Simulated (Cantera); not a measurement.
Cantera with NASA thermochemical tables; ideal gases at 1 bar, condensed phases pure. Values are per mole of reaction as written; species without (g) are pure solids or liquids, kept so even where they would boil at 1 bar.

### Question
Between 1198 and 2548 K, where is each reaction favourable under standard conditions?
- 2 CF4(g) ⇌ 2 CF3(g) + F2(g)
- CF2(g) + F(g) ⇌ CF3(g)

### Answer
- 2 CF4(g) ⇌ 2 CF3(g) + F2(g): ΔG° is 674 kJ at 1198 K and 399 kJ at 2548 K; it stays positive (K < 1). ΔH° is 909 kJ and ΔS° 200 J/K at 2548 K.
- CF2(g) + F(g) ⇌ CF3(g): ΔG° is -202 kJ at 1198 K and -15 kJ at 2548 K; it stays negative (K > 1). ΔH° is -366 kJ and ΔS° -138 J/K at 2548 K.
